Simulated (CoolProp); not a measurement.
A simple Rankine cycle with water: condensing at 312.15 K, boiler at 0.314 MPa, turbine inlet 410.2 K, turbine efficiency 0.65, pump efficiency 0.6, no recuperator. Each further row changes one setting.

Computed with CoolProp (reference Helmholtz-energy equation of state, Wagner 2002).

```json
[
 {"case": "as stated", "thermal efficiency (%)": "14.2", "net work (kJ/kg)": "364", "heat in (kJ/kg)": "2570", "turbine exit temperature (K)": "312.1", "volume ratio over the turbine": "32.2"},
 {"case": "turbine inlet 430.2 K", "thermal efficiency (%)": "14.2", "net work (kJ/kg)": "372", "heat in (kJ/kg)": "2610", "turbine exit temperature (K)": "312.1", "volume ratio over the turbine": "31.0"},
 {"case": "condensing temperature 304.15 K", "thermal efficiency (%)": "15.3", "net work (kJ/kg)": "398", "heat in (kJ/kg)": "2600", "turbine exit temperature (K)": "304.1", "volume ratio over the turbine": "48.4"},
 {"case": "boiler pressure 0.22 MPa", "thermal efficiency (%)": "12.9", "net work (kJ/kg)": "334", "heat in (kJ/kg)": "2580", "turbine exit temperature (K)": "312.1", "volume ratio over the turbine": "22.7"},
 {"case": "turbine efficiency 0.55", "thermal efficiency (%)": "12.0", "net work (kJ/kg)": "308", "heat in (kJ/kg)": "2570", "turbine exit temperature (K)": "312.1", "volume ratio over the turbine": "33.0"}
]
```

The expansion ends wet for: as stated; turbine inlet 430.2 K; condensing temperature 304.15 K; boiler pressure 0.22 MPa; turbine efficiency 0.55.
